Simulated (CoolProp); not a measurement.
Properties of water along the isobar 831 bar.

The numbers come from the reference Helmholtz-energy equation of state, Wagner 2002 in CoolProp.

| T (K) | phase | cp (kJ/(kg K)) | Prandtl number |
|---|---|---|---|
| 294 | liquid | 3.995 | 6.06 |
| 298.4 | liquid | 4.002 | 5.46 |
| 302.9 | liquid | 4.008 | 4.95 |
| 307.4 | liquid | 4.014 | 4.50 |
| 311.8 | liquid | 4.019 | 4.12 |
| 316.3 | liquid | 4.024 | 3.79 |
| 320.7 | liquid | 4.028 | 3.50 |
| 325.2 | liquid | 4.032 | 3.24 |
| 329.7 | liquid | 4.035 | 3.01 |
| 334.1 | liquid | 4.038 | 2.81 |
| 338.6 | liquid | 4.041 | 2.62 |
| 343 | liquid | 4.044 | 2.46 |
| 347.5 | liquid | 4.047 | 2.31 |

Viscosity comes from a separate model (Huber 2009). Thermal conductivity comes from a separate model (Huber 2012).
